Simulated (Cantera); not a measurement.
# Low-pressure radical oxidation in H2/O2

A perfectly stirred reactor is fed with 1.82 % H2, 98.2 % O2, equivalence ratio 0.0093, at 0.0132 atm; it is held at 1325 K, and followed from long to short residence time.

Detailed kinetics in Cantera: GRI-Mech 3.0 (53 species, 325 reactions). Radical loss at walls, strong at low pressure, is not modelled.

| τ (s) | x H2 | x O2 | x H2O | x HO2 | x H2O2 | x H | x OH |
|---|---|---|---|---|---|---|---|
| 3.1 | 2.94e-5 | 0.979 | 0.0180 | 3.45e-7 | 1.35e-8 | 4.87e-5 | 0.000736 |
| 0.88 | 6.05e-5 | 0.977 | 0.0177 | 5.22e-7 | 1.80e-8 | 0.000146 | 0.00106 |
| 0.25 | 0.000119 | 0.973 | 0.0173 | 7.16e-7 | 2.22e-8 | 0.000366 | 0.00144 |
| 0.069 | 0.000238 | 0.969 | 0.0168 | 8.87e-7 | 2.59e-8 | 0.000700 | 0.00182 |
| 0.019 | 0.000543 | 0.967 | 0.0161 | 1.03e-6 | 3.14e-8 | 0.00102 | 0.00221 |
| 0.0054 | 0.00144 | 0.967 | 0.0148 | 1.18e-6 | 4.26e-8 | 0.00128 | 0.00274 |
| 0.0015 | 0.00414 | 0.969 | 0.0117 | 1.30e-6 | 5.81e-8 | 0.00138 | 0.00334 |
x: mole fraction; the columns are a selection and need not sum to one.
